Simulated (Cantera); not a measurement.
A freely propagating, adiabatic, planar premixed flame of H2 : O2 : N2 = 1 : 0.312 : 1.17 (molar parts), equivalence ratio 1.6, unburnt at 600 K and 0.109 atm; mixture-averaged transport, grid criteria slope 0.08 and curve 0.16, no radiation.

Model: the H2/O2 subset of GRI-Mech 3.0, which has no nitrogen chemistry, integrated in Cantera. Burning velocities carry a grid error of a few per cent, more on coarse grids.

x: mole fraction of selected species; z is measured from the peak of heat release.

```json
[
 {"z (mm)": "-23.8", "T (K)": "600", "u (m/s)": "6.68", "x H2": "0.403", "x O2": "0.126", "x H2O": "<1e-8", "x H": "<1e-8", "x HO2": "<1e-8", "x OH": "<1e-8"},
 {"z (mm)": "-15.8", "T (K)": "600", "u (m/s)": "6.68", "x H2": "0.403", "x O2": "0.126", "x H2O": "<1e-8", "x H": "<1e-8", "x HO2": "<1e-8", "x OH": "<1e-8"},
 {"z (mm)": "-11.9", "T (K)": "600", "u (m/s)": "6.68", "x H2": "0.403", "x O2": "0.126", "x H2O": "<1e-8", "x H": "<1e-8", "x HO2": "<1e-8", "x OH": "<1e-8"},
 {"z (mm)": "-7.92", "T (K)": "600", "u (m/s)": "6.68", "x H2": "0.403", "x O2": "0.126", "x H2O": "2.45e-8", "x H": "3.76e-7", "x HO2": "4.44e-7", "x OH": "<1e-8"},
 {"z (mm)": "-3.96", "T (K)": "608", "u (m/s)": "6.77", "x H2": "0.401", "x O2": "0.126", "x H2O": "0.000552", "x H": "0.000530", "x HO2": "3.72e-5", "x OH": "2.34e-5"},
 {"z (mm)": "-1.98", "T (K)": "___", "u (m/s)": "7.98", "x H2": "0.378", "x O2": "0.122", "x H2O": "0.0110", "x H": "0.0123", "x HO2": "2.52e-5", "x OH": "0.000240"},
 {"z (mm)": "0", "T (K)": "___", "u (m/s)": "11.8", "x H2": "0.222", "x O2": "0.0690", "x H2O": "0.120", "x H": "0.0939", "x HO2": "9.74e-6", "x OH": "0.00261"},
 {"z (mm)": "1.98", "T (K)": "1352", "u (m/s)": "14.4", "x H2": "0.116", "x O2": "0.0114", "x H2O": "0.229", "x H": "0.137", "x HO2": "1.55e-6", "x OH": "0.00532"},
 {"z (mm)": "3.96", "T (K)": "1449", "u (m/s)": "15.3", "x H2": "0.114", "x O2": "0.00687", "x H2O": "0.239", "x H": "0.130", "x HO2": "8.44e-7", "x OH": "0.00654"},
 {"z (mm)": "7.92", "T (K)": "1566", "u (m/s)": "16.4", "x H2": "0.122", "x O2": "0.00582", "x H2O": "0.242", "x H": "0.115", "x HO2": "6.24e-7", "x OH": "0.00803"},
 {"z (mm)": "15.8", "T (K)": "___", "u (m/s)": "17.6", "x H2": "0.130", "x O2": "0.00480", "x H2O": "0.246", "x H": "0.0971", "x HO2": "4.54e-7", "x OH": "0.00949"},
 {"z (mm)": "31.7", "T (K)": "1851", "u (m/s)": "19.0", "x H2": "0.139", "x O2": "0.00361", "x H2O": "0.252", "x H": "0.0783", "x HO2": "3.12e-7", "x OH": "0.0105"},
 {"z (mm)": "63.4", "T (K)": "1996", "u (m/s)": "20.2", "x H2": "0.146", "x O2": "0.00246", "x H2O": "0.259", "x H": "0.0606", "x HO2": "2.15e-7", "x OH": "0.0106"}
]
```

### Question
Some entries are withheld; supply them.

### Answer

- -1.98, T (K): 723
- 0, T (K): 1101
- 15.8, T (K): 1702
